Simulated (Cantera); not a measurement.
## SiCl4 + HCl + H2 (chlorosilane synthesis and conversion)

Charge: 1 mol SiCl4, 4.2 mol HCl, 3.9 mol H2, equilibrated at 4.40 bar.

Method: chemical equilibrium by Gibbs-energy minimisation in Cantera with the NASA 1993 tables (ideal gas, pure condensed phases). Candidate condensed phases: Si; 19 gas species. The tables' values for SiCl3 are old estimates; treat these amounts as uncertain. Rates play no part.

From 1323 K to 1623 K nothing is condensed. The main Si-bearing gas is SiCl4 throughout.

```json
[
 {"T (K)": "1323", "x HCl": "0.468", "x H2": "0.423", "x SiCl4": "0.104", "x SiCl3": "0.00138", "x SiHCl3": "0.00475", "x SiCl2": "9.99e-5", "x SiH2Cl2": "3.12e-5", "x H": "4.91e-7"},
 {"T (K)": "1373", "x HCl": "0.470", "x H2": "0.421", "x SiCl4": "0.101", "x SiCl3": "0.00236", "x SiHCl3": "0.00574", "x SiCl2": "0.000255", "x SiH2Cl2": "4.81e-5", "x H": "1.03e-6"},
 {"T (K)": "1423", "x HCl": "0.472", "x H2": "0.418", "x SiCl4": "0.0983", "x SiCl3": "0.00386", "x SiHCl3": "0.00676", "x SiCl2": "0.000599", "x SiH2Cl2": "7.08e-5", "x H": "2.05e-6"},
 {"T (K)": "1473", "x HCl": "0.476", "x H2": "0.415", "x SiCl4": "0.0943", "x SiCl3": "0.00598", "x SiHCl3": "0.00772", "x SiCl2": "0.00130", "x SiH2Cl2": "9.90e-5", "x H": "3.88e-6"},
 {"T (K)": "1523", "x HCl": "0.481", "x H2": "0.410", "x SiCl4": "0.0891", "x SiCl3": "0.00879", "x SiHCl3": "0.00852", "x SiCl2": "0.00259", "x SiH2Cl2": "0.000131", "x H": "7.05e-6"},
 {"T (K)": "1573", "x HCl": "0.488", "x H2": "0.404", "x SiCl4": "0.0825", "x SiCl3": "0.0122", "x SiHCl3": "0.00905", "x SiCl2": "0.00477", "x SiH2Cl2": "0.000164", "x H": "1.23e-5"},
 {"T (K)": "1623", "x HCl": "0.496", "x H2": "0.396", "x SiCl4": "0.0745", "x SiCl3": "0.0161", "x SiHCl3": "0.00922", "x SiCl2": "0.00809", "x SiH2Cl2": "0.000192", "x H": "2.07e-5"}
]
```
x: gas mole fraction; nothing condenses.
